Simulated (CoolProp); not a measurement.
Propylene along the isotherm -46.35 °C: fugacity coefficient from the reference equation and from simpler models built on Tc = 91.1 °C, pc = 45.55 bar, ω = 0.146; each cubic takes its own stable root.

The numbers come from the reference Helmholtz-energy equation of state, Lemmon 2013 in CoolProp.

| p (bar) | phase | reference |
|---|---|---|
| 8.54 | liquid | 0.1245 |
| 17.1 | liquid | 0.06414 |
| 25.6 | liquid | 0.04420 |
| 34.2 | liquid | 0.03414 |
| 42.7 | liquid | 0.02820 |
| 51.2 | liquid | 0.02426 |
| 59.8 | liquid | 0.02143 |
| 68.3 | liquid | 0.01935 |

Question: How far does each simpler model (van der Waals, Redlich-Kwong, Peng-Robinson) lie from the reference over these 8 states: mean and median of the absolute difference, and the worst?

Answer: 
- van der Waals: mean 352.5 %, median 352.4 %, worst +380.5 % at -46.35 °C and 68.3 bar
- Redlich-Kwong: mean 28.1 %, median 28.1 %, worst +29.1 % at -46.35 °C and 68.3 bar
- Peng-Robinson: mean 0.4 %, median 0.4 %, worst +0.8 % at -46.35 °C and 8.54 bar
